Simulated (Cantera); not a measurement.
Cantera run:

```python
import numpy as np
import cantera as ct

gas_names = """
    Hg N NO NO2 NO3 N2 N2O O O2 O3
""".split()
cond_names = """
    Hg(cr) Hg(L) HgO(s)
""".split()


# ... load() reads the species with a 1 bar reference pressure and builds the phases ...
atoms = {
    'HgO': {'Hg': 1, 'O': 1},
    'O2': {'O': 2},
    'N2': {'N': 2},
}
top_T = {}  # K; cautious upper limits of use, not melting points


# ... equilibrate(T, P, feed) seeds the gas with the atoms and calls Mixture.equilibrate('TP', solver="vcs", rtol=1e-11, max_steps=5000) ...
results = []
feed = {'HgO': 1, 'O2': 0.023, 'N2': 32}  # mol
T = 623  # K
P = 61  # Pa
mix = equilibrate(T, P, feed)
results.append((T, P, feed, dict(zip(mix.species_names, mix.species_moles))))
print(gas.report(threshold=0.0001))
for i in range(1, mix.n_phases):
    print(f"{mix.phase(i).name:16s} {mix.phase_moles(i):12.5e} mol")
```

Result:

```
       temperature   623 K
          pressure   61 Pa
           density   0.00039126 kg/m^3
  mean mol. weight   33.224 kg/kmol
   phase of matter   gas

                          1 kg             1 kmol
                     ---------------   ---------------
          enthalpy        3.4143e+05        1.1344e+07  J
   internal energy        1.8552e+05        6.1639e+06  J
           entropy            8312.6        2.7618e+05  J/K
    Gibbs function       -4.8373e+06       -1.6072e+08  J
 heat capacity c_p            902.26             29977  J/K
 heat capacity c_v            652.01             21663  J/K

                      mass frac. Y      mole frac. X     chem. pot. / RT
                     ---------------   ---------------   ---------------
                Hg            0.1801           0.02983           -20.648
                N2           0.80487           0.95457           -31.253
                O2          0.015025          0.015601           -37.017
     [   +7 minor]        1.1383e-08        1.2442e-08

Hg(L)             0.00000e+00 mol
HgO(s)            0.00000e+00 mol
```

Cantera equilibrium calculation (NASA polynomials, part measured and part estimated; ideal gas, pure solids and liquids).
